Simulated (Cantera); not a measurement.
An isothermal, constant-pressure homogeneous reactor starts with CH4 : H2O = 1 : 4.6 (molar parts), at 1575 K and 3750 Torr.

Computed with Cantera and GRI-Mech 3.0 (53 species, 325 reactions).

x: mole fraction; the columns are a selection and need not sum to one.

```json
[
 {"t (s)": "2.00e-5", "x CH4": "0.178", "x H2O": "0.821", "x OH": "…", "x CH3": "7.18e-5", "x C2H2": "8.71e-10", "x CO": "3.17e-10"},
 {"t (s)": "0.000138", "x CH4": "0.178", "x H2O": "0.821", "x OH": "…", "x CH3": "0.000131", "x C2H2": "6.89e-7", "x CO": "2.39e-7"},
 {"t (s)": "0.000946", "x CH4": "0.173", "x H2O": "0.820", "x OH": "…", "x CH3": "0.000198", "x C2H2": "0.000212", "x CO": "4.46e-5"},
 {"t (s)": "0.00650", "x CH4": "0.146", "x H2O": "0.800", "x OH": "…", "x CH3": "0.000152", "x C2H2": "0.00955", "x CO": "0.000866"},
 {"t (s)": "0.0447", "x CH4": "0.0805", "x H2O": "0.739", "x OH": "…", "x CH3": "7.11e-5", "x C2H2": "0.0330", "x CO": "0.00639"},
 {"t (s)": "0.308", "x CH4": "0.0455", "x H2O": "0.626", "x OH": "…", "x CH3": "3.47e-5", "x C2H2": "0.0239", "x CO": "0.0282"},
 {"t (s)": "2.11", "x CH4": "0.0261", "x H2O": "0.502", "x OH": "…", "x CH3": "1.64e-5", "x C2H2": "0.00304", "x CO": "0.0716"},
 {"t (s)": "14.5", "x CH4": "0.00265", "x H2O": "0.444", "x OH": "4.62e-7", "x CH3": "1.54e-6", "x C2H2": "2.05e-5", "x CO": "0.0951"},
 {"t (s)": "100", "x CH4": "7.68e-7", "x H2O": "0.439", "x OH": "4.56e-7", "x CH3": "4.45e-10", "x C2H2": "1.96e-12", "x CO": "0.0972"}
]
```

**Question.** Complete the blanks.

**Answer.** 
- 2.00e-5, x OH: 6.05e-7
- 0.000138, x OH: 1.09e-6
- 0.000946, x OH: 1.67e-6
- 0.00650, x OH: 1.49e-6
- 0.0447, x OH: 1.17e-6
- 0.308, x OH: 8.53e-7
- 2.11, x OH: 5.63e-7
